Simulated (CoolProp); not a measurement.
Sulfur hexafluoride at several states: fugacity coefficient from the reference equation and from simpler models built on Tc = 318.7 K, pc = 3.755 MPa, ω = 0.210; each cubic takes its own stable root.

Model: reference Helmholtz-energy equation of state, Guder 2009, in CoolProp.

```csv
T (K),p (MPa),phase,reference
274.1,12.3,liquid,0.1314
598.6,0.521,gas,0.9969
255.7,0.0523,gas,0.9905
542.9,6,supercritical,0.9433
295.7,0.0148,gas,0.9983
```

Task: How far does each simpler model (van der Waals, Redlich-Kwong, Soave-Redlich-Kwong, Peng-Robinson) lie from the reference over these 5 states: mean and median of the absolute difference, and the worst?

Result: 
- van der Waals: mean 15.9 %, median 0.4 %, worst +73.5 % at 274.1 K and 12.3 MPa
- Redlich-Kwong: mean 4.3 %, median 0.3 %, worst +18.0 % at 274.1 K and 12.3 MPa
- Soave-Redlich-Kwong: mean 1.2 %, median 0.1 %, worst +4.4 % at 274.1 K and 12.3 MPa
- Peng-Robinson: mean 1.0 %, median 0.1 %, worst -3.2 % at 274.1 K and 12.3 MPa
